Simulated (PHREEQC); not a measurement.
# Buffer

Dissolve 60 mmol/kgw KH2PO4 and 8.5 mmol/kgw KOH at 25 °C. Closed to the air; pH follows from the charge balance.

The numbers come from PHREEQC with the ion-association model, phreeqc.dat.

Precipitation was switched off in this run.

Task: Predict the pH, ionic strength, density.

Result: pH 6.11; ionic strength 0.0761 mol/kgw; density 1.003 g/cm³.

Task: In which forms is P present?

Result: H2PO4- 86 %, HPO4-2 13 %, KHPO4- 0.7 % of the P.
